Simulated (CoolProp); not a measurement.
Model: reference Helmholtz-energy equation of state, Akasaka 2019, in CoolProp.

Problem. For R1234ze(Z), give the phase and the density (kg/m³), cp (kJ/(kg K)), Joule-Thomson coefficient (K/MPa), fugacity coefficient at 166.85 °C and 1930 kPa; 166.85 °C and 17700 kPa.

Solution. 
- 166.85 °C and 1930 kPa: gas; density 75.3, cp 1.25, Joule-Thomson coefficient 11.8, fugacity coefficient 0.828
- 166.85 °C and 17700 kPa: supercritical; density 926, cp 1.52, Joule-Thomson coefficient 0.253, fugacity coefficient 0.260
